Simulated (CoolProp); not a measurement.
Model: reference Helmholtz-energy equation of state, Schroeder 2014, in CoolProp.

Problem. Give the vapour pressure (bar), vapour density (kg/m³), enthalpy of vaporisation (kJ/kg), liquid cp (kJ/(kg K)) of saturated ethanol at 335.2 K.

Solution. 
```csv
T (K),p (bar),vapour density (kg/m³),enthalpy of vaporisation (kJ/kg),liquid cp (kJ/(kg K))
335.2,0.512,0.864,875,2.76
```
